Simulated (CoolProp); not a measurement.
Vapour-liquid equilibrium of carbon dioxide (1) + n-butane (2) at -3.55 °C; x and y are mole fractions of (1).

The numbers come from the multi-fluid Helmholtz-energy mixture model, Span 1996 and Bücker 2006; pair parameters Kunz 2012 in CoolProp.

```
x      bubble pressure, mixture model (MPa)  bubble pressure, Raoult's law (MPa)  y, mixture model  y, Raoult's law
-----  ------------------------------------  -----------------------------------  ----------------  ---------------
0.05                                 0.3463                               0.2440             0.734            0.649
0.125                                0.7273                               0.4749             0.871            0.834
0.2                                   1.075                               0.7058             0.911            0.898
0.275                                 1.372                               0.9367             0.930            0.930
0.35                                  1.615                                1.168             0.940            0.950
0.425                                 1.814                                1.399             0.947            0.963
0.5                                   1.980                                1.629             0.952            0.972
0.575                                 2.127                                1.860             0.957            0.979
0.65                                  2.269                                2.091             0.961            0.985
0.725                                 2.418                                2.322             0.966            0.989
0.8                                   2.581                                2.553             0.972            0.993
0.875                                 2.769                                2.784             0.980            0.996
0.95                                  2.993                                3.015             0.990            0.999
```

The largest gap from Raoult's law is +53.1 % in bubble pressure, at x = 0.125. No azeotrope shows between x = 0.05 and 0.95.

Pair parameters are fitted to limited data, so mixtures are less certain than the pure fluids. The gap from Raoult's law changes sign with composition, which may be real or a fault of the pair parameters; it wasn't checked against measurements. With so large a gap from Raoult's law the liquid may split in two, which this calculation doesn't test in full.
